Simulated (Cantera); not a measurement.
Thermodynamics of hydrogen reduction and annealing atmospheres, feed Cu2O + H2

Charge: 1 mol Cu2O, 1300 mol H2, equilibrated at 4.80 bar.

These are equilibrium values from Cantera (NASA tables, ideal gas, pure condensed phases), not measurements of a reactor. Candidate condensed phases: Cu, CuO, Cu(OH)2, Cu2O, H2O; 12 gas species. Equilibrium is a limit: real reactors are often held back by kinetics, nucleation or transport.

From 998 K to 1298 K the condensed part is Cu(s). From 1398 K to 1998 K the condensed part is Cu(l). At 2098 K nothing is condensed.

```csv
T (K),log p H2,log p Cu,log p H,log p H2O,log p Cu2,log p OH,n Cu(s),n Cu(l)
998,0.68,-10.84,-8.33,-2.43,<-11,<-11,2.00,0
1098,0.68,-9.25,-7.27,-2.43,<-11,<-11,2.00,0
1198,0.68,-7.93,-6.38,-2.43,<-11,<-11,2.00,0
1298,0.68,-6.82,-5.63,-2.43,-10.92,-10.63,2.00,0
1398,0.68,-5.89,-4.98,-2.43,-9.60,-9.80,0,2.00
1498,0.68,-5.10,-4.42,-2.43,-8.51,-9.09,0,2.00
1598,0.68,-4.41,-3.93,-2.43,-7.56,-8.46,0,1.99
1698,0.68,-3.81,-3.50,-2.43,-6.73,-7.90,0,1.96
1798,0.68,-3.28,-3.11,-2.43,-6.00,-7.41,0,1.86
1898,0.68,-2.80,-2.77,-2.43,-5.34,-6.97,0,1.57
1998,0.68,-2.37,-2.45,-2.43,-4.76,-6.57,0,0.844
2098,0.68,-2.14,-2.17,-2.43,-4.53,-6.21,0,0
```
log p: log10 of the partial pressure in bar; n: condensed amount in mol.
